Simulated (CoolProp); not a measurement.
A simple Rankine cycle with R142b: condensing at 293.15 K, boiler at 1.4 MPa, turbine inlet 358.9 K, turbine efficiency 0.65, pump efficiency 0.7, no recuperator. Each further row changes one setting.

Values from CoolProp's reference Helmholtz-energy equation of state, Lemmon 2006. It is a short technical equation, of lower accuracy than the large ones.

```
case                             thermal efficiency (%)  net work (kJ/kg)  heat in (kJ/kg)  turbine exit temperature (K)  volume ratio over the turbine
-------------------------------  ----------------------  ----------------  ---------------  ----------------------------  -----------------------------
as stated                                           9.1              22.4              245                         312.1                           5.12
turbine inlet 378.9 K                               9.3              24.9              269                             ?                           4.96
condensing temperature 285.15 K                    10.2              26.2              256                         306.2                              ?
boiler pressure 0.98 MPa                            7.5              19.0                ?                             ?                           3.42
turbine efficiency 0.55                             7.6              18.7              245                         316.1                           5.21
```

Task: Some entries are withheld; supply them.

Result: 
- turbine inlet 378.9 K, turbine exit temperature (K): 334.8
- condensing temperature 285.15 K, volume ratio over the turbine: 6.63
- boiler pressure 0.98 MPa, heat in (kJ/kg): 255
- boiler pressure 0.98 MPa, turbine exit temperature (K): 326.0
